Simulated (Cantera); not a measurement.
A perfectly stirred reactor is fed with 6.25 % H2, 18.4 % O2, 75.4 % N2, at 0.150 bar; it is held at 1200 K, and followed from long to short residence time.

Model: GRI-Mech 3.0 (53 species, 325 reactions), integrated in Cantera. The temperature is held fixed by assumption; the heat of reaction is taken as removed at once.

x: mole fraction; the columns are a selection and need not sum to one.

```json
[
 {"τ (s)": "0.49", "x H2": "0.000153", "x O2": "0.157", "x NO": "(withheld)", "x NO2": "4.27e-10", "x OH": "0.000306", "x H2O2": "2.86e-7", "x O": "0.000199"},
 {"τ (s)": "0.12", "x H2": "0.000370", "x O2": "0.157", "x NO": "(withheld)", "x NO2": "2.68e-10", "x OH": "0.000496", "x H2O2": "4.42e-7", "x O": "0.000501"},
 {"τ (s)": "0.032", "x H2": "0.000824", "x O2": "0.157", "x NO": "(withheld)", "x NO2": "2.34e-10", "x OH": "0.000788", "x H2O2": "6.14e-7", "x O": "0.00116"},
 {"τ (s)": "0.0081", "x H2": "0.00185", "x O2": "0.157", "x NO": "(withheld)", "x NO2": "2.15e-10", "x OH": "0.00128", "x H2O2": "7.87e-7", "x O": "0.00264"},
 {"τ (s)": "0.0021", "x H2": "0.00402", "x O2": "0.156", "x NO": "1.19e-6", "x NO2": "1.77e-10", "x OH": "0.00199", "x H2O2": "9.05e-7", "x O": "0.00536"},
 {"τ (s)": "0.00053", "x H2": "0.00873", "x O2": "0.157", "x NO": "1.18e-6", "x NO2": "1.00e-10", "x OH": "0.00285", "x H2O2": "9.62e-7", "x O": "0.00877"},
 {"τ (s)": "0.00013", "x H2": "0.0204", "x O2": "0.162", "x NO": "(withheld)", "x NO2": "2.40e-11", "x OH": "0.00335", "x H2O2": "9.93e-7", "x O": "0.00895"}
]
```

**Question.** What belongs in the gaps?

**Answer.** 
- 0.49, x NO: 1.64e-7
- 0.12, x NO: 2.01e-7
- 0.032, x NO: 3.60e-7
- 0.0081, x NO: 7.19e-7
- 0.00013, x NO: 3.98e-7
